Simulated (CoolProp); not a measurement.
A simple Rankine cycle with n-perfluoropentane: condensing at 314.15 K, boiler at 1.14 MPa, turbine inlet 499 K, turbine efficiency 0.75, pump efficiency 0.6, no recuperator. Each further row changes one setting.

Values from CoolProp's reference Helmholtz-energy equation of state, Gao 2022.

| case | thermal efficiency (%) | net work (kJ/kg) | heat in (kJ/kg) | turbine exit temperature (K) | volume ratio over the turbine |
|---|---|---|---|---|---|
| as stated | (withheld) | 18.9 | 258 | 474.6 | 7.79 |
| condensing temperature 306.15 K | 8.1 | (withheld) | 266 | 471.7 | 10.2 |
| boiler pressure 0.798 MPa | (withheld) | 16.1 | 260 | 479.6 | (withheld) |
| turbine efficiency 0.65 | 6.3 | 16.3 | 258 | 477.2 | 7.84 |

Q: Complete the blanks.

A: 
- as stated, thermal efficiency (%): 7.4
- condensing temperature 306.15 K, net work (kJ/kg): 21.7
- boiler pressure 0.798 MPa, thermal efficiency (%): 6.2
- boiler pressure 0.798 MPa, volume ratio over the turbine: 5.33
